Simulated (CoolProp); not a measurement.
R236FA at 298.15 K and 0.186 MPa flows at 0.41 m/s in a round tube of 25 mm bore and 1.5 µm roughness, fully developed (64/Re and Nu = 3.66 if laminar; Colebrook and Gnielinski if turbulent). Each further row changes one setting.

Computed with CoolProp (reference Helmholtz-energy equation of state, Pan 2012).

```tsv
case	Reynolds number	Darcy friction factor	pressure drop (Pa/m)	heat-transfer coefficient (W/(m² K))	mass flow (kg/h)
as stated	?	?	1.22	17.0	8.81
velocity 0.82 m/s	22900	?	4.12	29.6	?
diameter 50 mm	22900	?	0.513	14.8	35.2
```

Complete the blanks.


- as stated, Reynolds number: 11400
- as stated, Darcy friction factor: 0.0299
- velocity 0.82 m/s, Darcy friction factor: 0.0252
- velocity 0.82 m/s, mass flow (kg/h): 17.6
- diameter 50 mm, Darcy friction factor: 0.0251

Viscosity comes from a separate model (Huber 2003), an estimate that may be off by 10 % or more. Thermal conductivity comes from a separate model (Huber 2003), an estimate that may be off by 10 % or more.
